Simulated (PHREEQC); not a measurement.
Solution A (15 mmol/kgw HF, 0.049 mmol/kgw NaF and 0.86 mmol/kgw H2SiF6) is mixed with solution B (3.6 mmol/kgw NaHCO3, 0.17 mmol/kgw NH3 and 0.17 mmol/kgw NaCl) at 55 °C; shares are by mass of water, 1 kg in all. Oxygen is held at 0.21 atm. CO2 from the air is kept out. The run lets SiO2(a), Halite, Nahcolite, Natron precipitate or redissolve, and no other solid.

Model: ion-association model, wateq4f.dat, run in PHREEQC.

| share of solution B | pH | SiF6-2 (mol/kgw) | HCO3- (mol/kgw) | CO2 (mol/kgw) | HF (mol/kgw) |
|---|---|---|---|---|---|
| 0 | 2.50 | 0.000856 | 0 | 0 | 0.0130 |
| 0.05 | 2.53 | 0.000813 | 3.39e-8 | 0.000180 | 0.0122 |
| 0.1 | 2.56 | 0.000769 | 7.35e-8 | 0.000360 | 0.0115 |
| 0.2 | 2.64 | 0.000680 | ___ | ___ | 0.00998 |
| 0.25 | 2.69 | 0.000636 | 2.43e-7 | 0.000900 | 0.00923 |
| 0.3 | 2.74 | 0.000591 | ___ | 0.00108 | 0.00847 |
| 0.35 | 2.79 | ___ | 4.30e-7 | 0.00126 | 0.00771 |
| 0.4 | 2.85 | 0.000497 | 5.63e-7 | 0.00144 | 0.00695 |
| 0.45 | 2.92 | 0.000448 | 7.39e-7 | 0.00162 | 0.00619 |
| 0.55 | 3.08 | 0.000338 | 1.31e-6 | 0.00198 | 0.00468 |
| 0.6 | 3.18 | 0.000274 | 1.80e-6 | 0.00216 | 0.00394 |
| 0.65 | 3.30 | 0.000200 | 2.55e-6 | 0.00234 | 0.00322 |
| 0.7 | 3.44 | 0.000119 | 3.80e-6 | 0.00252 | 0.00251 |
| 0.75 | 3.62 | 4.22e-5 | 6.21e-6 | 0.00269 | 0.00177 |
| 0.8 | 3.94 | 2.83e-6 | 1.38e-5 | 0.00287 | 0.000883 |
| 0.9 | 6.13 | 0 | 0.00138 | 0.00186 | 3.72e-6 |
| 0.95 | 6.74 | 0 | 0.00256 | 0.000851 | 4.58e-7 |
| 1 | 8.41 | 0 | 0.00348 | 2.43e-5 | 0 |

### Question
Fill in the missing entries.

### Answer

- 0.2, HCO3- (mol/kgw): 1.76e-7
- 0.2, CO2 (mol/kgw): 0.000720
- 0.3, HCO3- (mol/kgw): 3.26e-7
- 0.35, SiF6-2 (mol/kgw): 0.000544

Complexes and solids missing from the database can't appear. Away from 25 °C the constants follow the database's enthalpies or fits; those with neither stay at their 25 °C values. SiF6-2 is the database's only silicon fluoride.
